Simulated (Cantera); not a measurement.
Standard-state values (1 bar) from the NASA 1993 polynomials, evaluated with Cantera. Values are per mole of reaction as written; species without (g) are pure solids or liquids, kept so even where they would boil at 1 bar.

6 BF₃(g) + 3 O₂(g) = 2 B₃O₃F₃(g) + 12 F(g)

| T (K) | ΔH° (kJ) | ΔS° (J/K) | ΔG° (kJ) | log10 K |
|---|---|---|---|---|
| 300 | ___ | ___ | ___ | ___ |
| 773 | 3081.5 | 541.8 | 2662.7 | -179.93 |
| 973 | 3096.8 | 559.4 | 2552.5 | -137.03 |
| 1173 | 3110.8 | 572.5 | 2439.3 | -108.62 |
| 1373 | 3123.9 | 582.8 | 2323.7 | -88.40 |
| 1573 | 3136.4 | 591.3 | 2206.2 | -73.26 |
| 1773 | 3148.3 | 598.5 | 2087.2 | -61.49 |
| 1973 | 3159.7 | 604.5 | 1966.9 | -52.07 |
| 2173 | 3170.6 | 609.8 | 1845.5 | -44.36 |
| 2373 | ___ | ___ | ___ | ___ |
| 2573 | 3191.4 | 618.6 | 1599.7 | -32.48 |
| 2773 | 3201.4 | 622.3 | 1475.6 | -27.80 |

**Question.** Some entries are withheld; supply them.

**Answer.** 
- 300, ΔH° (kJ): 3036.4
- 300, ΔS° (J/K): 449.0
- 300, ΔG° (kJ): 2901.7
- 300, log10 K: -505.23
- 2373, ΔH° (kJ): 3181.2
- 2373, ΔS° (J/K): 614.5
- 2373, ΔG° (kJ): 1723.0
- 2373, log10 K: -37.93
